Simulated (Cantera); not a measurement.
# BF3 + H2O + H2 + NH3 (boron, boron nitride and boron oxide)

A closed system holds: 1 mol BF3, a varied amount of H2O, 11 mol H2, 1.1 mol NH3, equilibrated at 975 K and 50.0 Pa.

These are equilibrium values from Cantera (NASA tables, ideal gas, pure condensed phases), not measurements of a reactor. Candidate condensed phases: B, BN, B2O3, B3O3H3, H2O; 62 gas species. Gases not in the tables: H3BO3. Equilibrium is a limit: real reactors are often held back by kinetics, nucleation or transport.

```
n(H2O) (mol)  log p H2  log p H2O  log p HF  log p N2  log p BF3  log p B3O3F3  log p BOF  n B2O3(l)
------------  --------  ---------  --------  --------  ---------  ------------  ---------  ---------
1                -3.39      -4.88     -4.41     -4.75      -4.75         -5.75      -6.15      0.134
1.3              -3.40      -4.72     -4.35     -4.76      -4.82         -5.81      -6.17      0.175
1.7              -3.41      -4.56     -4.30     -4.77      -4.89         -5.89      -6.20      0.219
2.2              -3.42      -4.42     -4.26     -4.78      -4.99         -5.98      -6.23      0.262
2.9              -3.44      -4.27     -4.23     -4.80      -5.10         -6.10      -6.27      0.308
3.8              -3.46      -4.14     -4.21     -4.83      -5.24         -6.23      -6.31      0.350
4.9              -3.49      -4.03     -4.20     -4.85      -5.39         -6.38      -6.36      0.384
6.4              -3.52      -3.92     -4.21     -4.88      -5.58         -6.57      -6.43      0.413
8.3              -3.56      -3.82     -4.23     -4.92      -5.78         -6.77      -6.49      0.434
11               -3.61      -3.73     -4.26     -4.97      -6.02         -7.01      -6.57      0.449
```
log p: log10 of the partial pressure in bar; n: condensed amount in mol.

From 1 mol H2O to 11 mol H2O the condensed part is B2O3(l). The share of B in condensed phases is highest at 11 mol H2O (89.9 %) and lowest at 1 mol H2O (26.9 %).
